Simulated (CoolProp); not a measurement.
Sulfur dioxide at several states: fugacity coefficient from the reference equation and from simpler models built on Tc = 430.6 K, pc = 7887 kPa, ω = 0.256; each cubic takes its own stable root.

The numbers come from the reference Helmholtz-energy equation of state, Gao 2016 in CoolProp.

```tsv
T (K)	p (kPa)	phase	reference
289.8	549	liquid	0.5090
355.9	26700	liquid	0.09275
364	408	gas	0.9678
505.2	30.3	gas	0.9992
```

Task: How far does each simpler model (van der Waals, Redlich-Kwong, Soave-Redlich-Kwong, Peng-Robinson) lie from the reference over these 4 states: mean and median of the absolute difference, and the worst?

Result: 
- van der Waals: mean 50.4 %, median 43.6 %, worst +114.2 % at 355.9 K and 26700 kPa
- Redlich-Kwong: mean 24.4 %, median 16.5 %, worst +64.5 % at 289.8 K and 549 kPa
- Soave-Redlich-Kwong: mean 2.3 %, median 0.6 %, worst +8.1 % at 355.9 K and 26700 kPa
- Peng-Robinson: mean 0.2 %, median 0.0 %, worst +0.9 % at 289.8 K and 549 kPa

At some of these states van der Waals gives the other phase, because its saturation line lies elsewhere.
